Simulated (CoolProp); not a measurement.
Vapour-liquid equilibrium of R22 (1) + C3F8 (R218) (2) at 213.9 K; x and y are mole fractions of (1).

Model: multi-fluid Helmholtz-energy mixture model, Kamei 1995 and Lemmon 2006; pair parameters Bell 2016, in CoolProp.

**Question.** Give the bubble pressure and the first vapour's composition at x = 0.05, 0.125, 0.95. Is there an azeotrope?

**Answer.** x = 0.05: 0.03803 MPa, y = 0.188; x = 0.125: 0.04465 MPa, y = 0.352; x = 0.95: 0.04626 MPa, y = 0.811. y crosses x between x = 0.575 and 0.65: the model has an azeotrope there.

Pair parameters are fitted to limited data, so mixtures are less certain than the pure fluids. With so large a gap from Raoult's law the liquid may split in two, which this calculation doesn't test in full.
